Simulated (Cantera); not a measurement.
An adiabatic, constant-volume homogeneous reactor starts with CH4 : O2 : N2 = 1 : 2 : 19 (molar parts), equivalence ratio 1.0, at 1148 K and 6080 Torr.

Detailed kinetics in Cantera: GRI-Mech 3.0 (53 species, 325 reactions).

Predict: time of steepest temperature rise; temperature at 0.200 s; equilibrium temperature; x(O2) at 0.200 s; x(CO2) at 0.200 s; x(NO) at 0.200 s; x(HO2) at 0.200 s; x(H2) at 0.200 s; x(H) at 0.200 s.


- time of steepest temperature rise = 27.1 ms
- temperature at 0.200 s = 2333 K
- equilibrium temperature = 2333 K
- x(O2) at 0.200 s = 0.00153 (gas-phase equilibrium 0.00153)
- x(CO2) at 0.200 s = 0.0416 (gas-phase equilibrium 0.0416)
- x(NO) at 0.200 s = 0.00150 (gas-phase equilibrium 0.00150)
- x(HO2) at 0.200 s = 4.25e-7 (gas-phase equilibrium 4.25e-7)
- x(H2) at 0.200 s = 0.00140 (gas-phase equilibrium 0.00140)
- x(H) at 0.200 s = 0.000106 (gas-phase equilibrium 0.000106)
